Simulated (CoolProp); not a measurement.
Vapour-liquid equilibrium of R22 (1) + R152A (2) at 0.82 MPa; x and y are mole fractions of (1).

Values from CoolProp's multi-fluid Helmholtz-energy mixture model, Kamei 1995 and Outcalt 1996; pair parameters Bell 2016.

Problem. Give the bubble temperature and the first vapour's composition at x = 0.125, 0.275, 0.65. Is there an azeotrope?

Solution. x = 0.125: 307.0 K, y = 0.169; x = 0.275: 304.2 K, y = 0.358; x = 0.65: 296.7 K, y = 0.752. No azeotrope shows between x = 0.05 and 0.95.

The pair parameters rest on a limited set of measurements; away from them the model extrapolates.
